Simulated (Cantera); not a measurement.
Input: 1 mol Pb, 0.062 mol O₂, 9.3 mol H₂, 0.38 mol CO₂, held at 100 Torr.

These are equilibrium values from Cantera (NASA tables, ideal gas, pure condensed phases), not measurements of a reactor. Candidate condensed phases: C, C₆H₆, C₇H₈, C₈H₁₈, H₂O, Pb, PbO, PbO₂, Pb₃O₄; 113 gas species. Rates play no part.

### Question
At 775 K, list the 5 most abundant gas species with their mole fractions, and the condensed phases.

### Answer
H₂ 0.866, H₂O 0.0915, CH₄ 0.0373, CO 0.00320, CO₂ 0.00171. Condensed: Pb(l).
